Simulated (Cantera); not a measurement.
What does this Cantera script print?

```python
import numpy as np
import cantera as ct

gas_names = """
    N NO NO2 NO3 N2 N2O O O2 O3 Si SiN SiO SiO2 Si2 Si2N Si3
""".split()
cond_names = """
    Si(cr) Si(L) SiO2(Lqz) SiO2(hqz) SiO2(L) Si2N2O(s) Si3N4(a)
""".split()


def load(file, names, dense=False):
    # The tables refer to 1 bar. Condensed volumes are neglected.
    table = {s.name: s for s in ct.Species.list_from_file(file)}
    out = []
    for n in names:
        d = dict(table[n].input_data)
        d["thermo"] = dict(d["thermo"], **{"reference-pressure": 1e5})
        if dense:
            d["equation-of-state"] = {"model": "constant-volume", "density": "1e6 g/cm^3"}
        out.append(ct.Species.from_dict(d))
    return out


gas = ct.Solution(thermo="ideal-gas", species=load("nasa_gas.yaml", gas_names))
cond = {s.name: ct.Solution(thermo="fixed-stoichiometry", species=[s], name=s.name)
        for s in load("nasa_condensed.yaml", cond_names, dense=True)}
atoms = {
    'Si3N4': {'Si': 3, 'N': 4},
    'O2': {'O': 2},
    'N2': {'N': 2},
}
top_T = {'Si2N2O(s)': 2100, 'Si3N4(a)': 2400}  # K; cautious upper limits of use, not melting points


def equilibrate(T, P, feed):
    n = {}
    for name, mol in feed.items():
        for a, k in atoms[name].items():
            n[a] = n.get(a, 0.0) + k * mol
    gas.TPX = T, P, n
    mass = sum(n.values()) * gas.mean_molecular_weight
    gas.equilibrate("TP")
    valid = [c for c in cond.values() if c.min_temp <= T <= top_T.get(c.name, c.max_temp)]
    mix = ct.Mixture([(gas, mass / gas.mean_molecular_weight)] + [(c, 0.0) for c in valid])
    mix.T, mix.P = T, P
    mix.equilibrate("TP", solver="vcs", rtol=1e-11, max_steps=5000)
    return mix


results = []
feed = {'Si3N4': 1, 'O2': 0.035, 'N2': 20}  # mol
T = 1723.15  # K
for P in [0.1, 1, 10, 100, 1000, 10000, 100000, 1000000]:
    mix = equilibrate(T, P, feed)
    results.append((T, P, feed, dict(zip(mix.species_names, mix.species_moles))))
    x = sorted(zip(gas.X, gas.species_names), reverse=True)
    print(f"T = {T:g} K  P = {P:g} Pa  gas = {mix.phase_moles(0):.4g} mol")
    print("   x: " + "  ".join(f"{s} {v:.3e}" for v, s in x if v > 1e-06))
    print("   condensed (mol): " + ("  ".join(f"{mix.phase(i).name} {mix.phase_moles(i):.4g}"
          for i in range(1, mix.n_phases) if mix.phase_moles(i) > 1e-12) or "none"))
```

Output:

```
T = 1723.15 K  P = 0.1 Pa  gas = 25 mol
   x: N2 8.801e-01  Si 1.170e-01  SiO 2.800e-03  Si2 6.580e-05  SiN 6.162e-05  Si2N 1.284e-05  Si3 1.941e-06
   condensed (mol): none
T = 1723.15 K  P = 1 Pa  gas = 24.51 mol
   x: N2 8.975e-01  Si 9.857e-02  SiO 2.857e-03  Si2 4.671e-04  Si2N 2.911e-04  SiN 1.658e-04  Si3 1.161e-04
   condensed (mol): Si(L) 0.4647
T = 1723.15 K  P = 10 Pa  gas = 22.29 mol
   x: N2 9.868e-01  Si 9.857e-03  SiO 3.140e-03  Si2N 9.654e-05  SiN 5.498e-05  Si2 4.671e-05  Si3 1.161e-05
   condensed (mol): Si(L) 2.702
T = 1723.15 K  P = 100 Pa  gas = 22.09 mol
   x: N2 9.958e-01  SiO 3.169e-03  Si 9.857e-04  Si2N 3.067e-05  SiN 1.746e-05  Si2 4.671e-06  Si3 1.161e-06
   condensed (mol): Si(L) 2.906
T = 1723.15 K  P = 1000 Pa  gas = 20.12 mol
   x: N2 9.965e-01  SiO 3.479e-03  Si 3.786e-05  SiN 2.122e-06  Si2N 1.431e-06
   condensed (mol): Si3N4(a) 0.9764
T = 1723.15 K  P = 10000 Pa  gas = 20.03 mol
   x: N2 9.997e-01  SiO 2.653e-04
   condensed (mol): Si2N2O(s) 0.06469  Si3N4(a) 0.9551
T = 1723.15 K  P = 100000 Pa  gas = 20.02 mol
   x: N2 1.000e+00  SiO 1.231e-05
   condensed (mol): Si2N2O(s) 0.06975  Si3N4(a) 0.9534
T = 1723.15 K  P = 1e+06 Pa  gas = 20.02 mol
   x: N2 1.000e+00
   condensed (mol): Si2N2O(s) 0.06999  Si3N4(a) 0.9533
```

Cantera equilibrium calculation (NASA polynomials, part measured and part estimated; ideal gas, pure solids and liquids). Mutual solubility and eutectic melting of coexisting phases are not modelled. The tables' values for SiN are old estimates; treat these amounts as uncertain.
